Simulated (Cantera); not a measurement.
Cantera run, input and output.

```python
import numpy as np
import cantera as ct

gas = ct.Solution("gri30.yaml")
gas.TP = 300, 100000
flame = ct.CounterflowDiffusionFlame(gas, width=0.02)
flame.fuel_inlet.X, flame.fuel_inlet.T = {'CH4': 1, 'C2H6': 1.2, 'C3H8': 0.22}, 548
flame.oxidizer_inlet.X, flame.oxidizer_inlet.T = {'O2': 0.24, 'N2': 0.76}, 675
flame.set_refine_criteria(ratio=3, slope=0.12, curve=0.24, prune=0.03)
show = ['OH', 'H', 'NO', 'CO', 'C2H2']

rows = []
print(f"{'mdot':>8s}{'a_max':>10s}{'a_mean':>10s}{'Tmax/K':>9s}" + "".join(f"{s:>11s}" for s in show) + "   (peak mole fractions)")
for i, mdot in enumerate([0.25, 0.31, 0.38, 0.47, 0.58, 0.72, 0.88, 1.1, 1.3, 1.7]):  # kg/m2/s on the oxidiser side
    flame.oxidizer_inlet.mdot, flame.fuel_inlet.mdot = mdot, 1.2 * mdot
    flame.solve(loglevel=0, auto=(i == 0))
    if flame.T.max() < max(548, 675) + 100:
        print(f"{mdot:8.3g}  no burning solution found from the previous one")
        break
    dT = np.abs(np.gradient(flame.T, flame.grid))
    rows.append([flame.strain_rate("max"), flame.strain_rate("mean"), flame.T.max(),
                 *(flame.X[gas.species_index(s)].max() for s in show), max(dT[0], dT[-1]) / dT.max()])
    print(f"{mdot:8.3g}{rows[-1][0]:10.1f}{rows[-1][1]:10.1f}{rows[-1][2]:9.1f}" + "".join(f"{x:11.3e}" for x in rows[-1][3:-1]))
```

It prints:

```
    mdot     a_max    a_mean   Tmax/K         OH          H         NO         CO       C2H2   (peak mole fractions)
    0.25     270.5      51.0   2300.9  1.288e-02  6.383e-03  4.990e-04  8.648e-02  4.357e-02
    0.31     330.4      63.2   2286.4  1.290e-02  6.613e-03  4.678e-04  8.554e-02  4.269e-02
    0.38     399.1      77.5   2273.4  1.287e-02  6.838e-03  4.406e-04  8.470e-02  4.185e-02
    0.47     486.3      95.8   2260.4  1.282e-02  7.068e-03  4.147e-04  8.388e-02  4.094e-02
    0.58     591.4     118.2   2247.7  1.276e-02  7.298e-03  3.898e-04  8.311e-02  3.996e-02
    0.72     724.6     146.8   2235.1  1.269e-02  7.540e-03  3.644e-04  8.231e-02  3.890e-02
    0.88     874.0     179.4   2224.3  1.263e-02  7.773e-03  3.418e-04  8.176e-02  3.799e-02
     1.1    1076.2     224.3   2212.0  1.254e-02  8.020e-03  3.165e-04  8.122e-02  3.692e-02
     1.3    1257.2     265.0   2202.1  1.243e-02  8.190e-03  2.965e-04  8.087e-02  3.604e-02
     1.7    1611.4     346.6   2184.4  1.220e-02  8.424e-03  2.630e-04  8.038e-02  3.446e-02
```

Detailed kinetics in Cantera: GRI-Mech 3.0 (53 species, 325 reactions). GRI-Mech 3.0 has no aromatics or soot, which form on the fuel side of real flames. The maximum strain rate includes the flame's own expansion and is several times the mean.
